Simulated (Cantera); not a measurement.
A Cantera script and its output.

```python
import numpy as np
import cantera as ct

gas = ct.Solution("gri30.yaml")
gas.TPX = 550, 100000, {'CH4': 1, 'H2': 0.94, 'O2': 1.76, 'N2': 6.63}
flame = ct.FreeFlame(gas, width=0.04)
flame.set_refine_criteria(ratio=3, slope=0.08, curve=0.16)
flame.transport_model = "mixture-averaged"
flame.solve(loglevel=0, auto=True)
z, T = flame.grid, flame.T
thick = (T[-1] - T[0]) / np.gradient(T, z).max()
show = ['CH4', 'H2', 'O2', 'CH3', 'CO2', 'CH2']
print(f"laminar burning velocity  {flame.velocity[0] * 100:.3f} cm/s")
print(f"burnt temperature         {T[-1]:.1f} K")
print(f"thermal thickness         {thick * 1e3:.4f} mm")
print(f"grid points               {len(z)}")
z0 = z[flame.heat_release_rate.argmax()]
print(f"{'z/mm':>9s}{'T/K':>9s}{'u/(m/s)':>9s}" + "".join(f"{s:>11s}" for s in show))
rows = []
for k in (-3, -2, -1.5, -1, -0.5, -0.25, 0, 0.25, 0.5, 1, 2, 4, 8):
    zz = z0 + k * thick
    rows.append([k * thick, np.interp(zz, z, T), np.interp(zz, z, flame.velocity),
                 *(np.interp(zz, z, flame.X[gas.species_index(s)]) for s in show)])
    print(f"{rows[-1][0] * 1e3:9.3f}{rows[-1][1]:9.1f}{rows[-1][2]:9.3f}" + "".join(f"{x:11.3e}" for x in rows[-1][3:]))
```

Output:

```
laminar burning velocity  119.788 cm/s
burnt temperature         2218.1 K
thermal thickness         0.3418 mm
grid points               153
     z/mm      T/K  u/(m/s)        CH4         H2         O2        CH3        CO2        CH2
   -1.025    550.3    1.198  9.682e-02  9.075e-02  1.704e-01  7.267e-09  4.104e-08  3.342e-19
   -0.684    553.0    1.204  9.679e-02  9.019e-02  1.704e-01  9.835e-08  8.411e-07  6.501e-16
   -0.513    564.6    1.228  9.640e-02  8.940e-02  1.702e-01  6.840e-07  7.838e-06  1.673e-13
   -0.342    642.2    1.398  9.293e-02  8.772e-02  1.667e-01  1.239e-05  1.300e-04  4.824e-10
   -0.171   1061.6    2.331  6.894e-02  8.521e-02  1.359e-01  5.738e-04  2.107e-03  3.126e-07
   -0.085   1458.6    3.238  4.106e-02  8.374e-02  9.578e-02  2.922e-03  5.816e-03  9.645e-06
    0.000   1821.6    4.092  1.365e-02  8.000e-02  4.883e-02  4.384e-03  1.190e-02  7.245e-05
    0.085   2011.2    4.540  2.440e-03  7.376e-02  1.863e-02  1.853e-03  1.845e-02  7.894e-05
    0.171   2074.7    4.683  3.399e-04  6.962e-02  6.508e-03  4.002e-04  2.386e-02  2.551e-05
    0.342   2104.1    4.738  8.199e-06  6.839e-02  1.280e-03  1.272e-05  2.999e-02  1.107e-06
    0.684   2123.9    4.770  3.268e-08  6.956e-02  5.650e-04  5.824e-08  3.319e-02  7.015e-09
    1.367   2147.4    4.815  5.551e-11  7.021e-02  3.793e-04  9.656e-11  3.360e-02  1.210e-11
    2.735   2173.6    4.866  3.386e-13  7.064e-02  2.133e-04  5.268e-13  3.338e-02  4.961e-14
```

Detailed kinetics in Cantera: GRI-Mech 3.0 (53 species, 325 reactions). Burning velocities carry a grid error of a few per cent, more on coarse grids.
